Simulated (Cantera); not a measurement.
Cantera run:

```python
import numpy as np
import cantera as ct

gas_names = """
    CL CL2 H HCL H2 N NH NH2 NH3 N2 N2H2 N2H4 Si SiCL SiCL2 SiCL3 SiCL4 SiH SiHCL3 SiH2 SiH2CL2 SiH3
    SiH3CL SiH4 SiN Si2 Si2N Si3
""".split()
cond_names = """
    NH4CL(a) NH4CL(b) Si(cr) Si(L) Si3N4(a)
""".split()


def load(file, names, dense=False):
    # The tables refer to 1 bar. Condensed volumes are neglected.
    table = {s.name: s for s in ct.Species.list_from_file(file)}
    out = []
    for n in names:
        d = dict(table[n].input_data)
        d["thermo"] = dict(d["thermo"], **{"reference-pressure": 1e5})
        if dense:
            d["equation-of-state"] = {"model": "constant-volume", "density": "1e6 g/cm^3"}
        out.append(ct.Species.from_dict(d))
    return out


gas = ct.Solution(thermo="ideal-gas", species=load("nasa_gas.yaml", gas_names))
cond = {s.name: ct.Solution(thermo="fixed-stoichiometry", species=[s], name=s.name)
        for s in load("nasa_condensed.yaml", cond_names, dense=True)}
atoms = {
    'SiHCl3': {'Si': 1, 'H': 1, 'CL': 3},
    'N2': {'N': 2},
}
top_T = {'Si3N4(a)': 2400}  # K; cautious upper limits of use, not melting points


def equilibrate(T, P, feed):
    n = {}
    for name, mol in feed.items():
        for a, k in atoms[name].items():
            n[a] = n.get(a, 0.0) + k * mol
    gas.TPX = T, P, n
    mass = sum(n.values()) * gas.mean_molecular_weight
    gas.equilibrate("TP")
    valid = [c for c in cond.values() if c.min_temp <= T <= top_T.get(c.name, c.max_temp)]
    mix = ct.Mixture([(gas, mass / gas.mean_molecular_weight)] + [(c, 0.0) for c in valid])
    mix.T, mix.P = T, P
    mix.equilibrate("TP", solver="vcs", rtol=1e-11, max_steps=5000)
    return mix


results = []
feed = {'SiHCl3': 1, 'N2': 98}  # mol
P = 53000  # Pa
for T in [923, 1023, 1123, 1223, 1323, 1423, 1523, 1623, 1723]:
    mix = equilibrate(T, P, feed)
    results.append((T, P, feed, dict(zip(mix.species_names, mix.species_moles))))

top = {s: max(r[3][s] / sum(r[3][g] for g in gas_names) for r in results) for s in gas_names}
cols = sorted((s for s in top if top[s] > 0.001), key=lambda s: -top[s])[:6]
seen = [c for c in cond_names if any(r[3].get(c, 0) > 1e-12 for r in results)]
print("log10 of partial pressures in bar; condensed amounts in mol")
print(f"{'T/K':>10s}" + "".join(f"{s[:9]:>10s}" for s in cols + seen))
for T, P, feed, n in results:
    ng = sum(n[g] for g in gas_names)
    print(f"{T:10.4g}" + "".join(f"{np.log10(max(n[s] / ng * P / 1e5, 1e-99)):10.3f}" for s in cols)
          + "".join(f"{n.get(c, 0):10.4g}" for c in seen))
```

Output:

```
log10 of partial pressures in bar; condensed amounts in mol
       T/K        N2       HCL     SiCL2     SiCL4     SiCL3  Si3N4(a)
       923    -0.282    -2.330    -9.110    -2.547    -6.631    0.1563
      1023    -0.282    -2.320    -7.550    -2.551    -5.713    0.1578
      1123    -0.282    -2.314    -6.274    -2.555    -4.962    0.1588
      1223    -0.282    -2.310    -5.212    -2.562    -4.338    0.1588
      1323    -0.282    -2.307    -4.321    -2.580    -3.819    0.1564
      1423    -0.282    -2.306    -3.578    -2.632    -3.403     0.146
      1523    -0.283    -2.309    -2.984    -2.776    -3.118    0.1157
      1623    -0.284    -2.321    -2.575    -3.120    -3.031   0.06036
      1723    -0.284    -2.353    -2.363    -3.716    -3.176   0.00673
```

These are equilibrium values from Cantera (NASA tables, ideal gas, pure condensed phases), not measurements of a reactor. N2 is the only nitrogen source here; it is nearly inert below about 1500 K, so the nitride shown seldom forms there in practice. The tables' values for SiCl3 are old estimates; treat these amounts as uncertain.
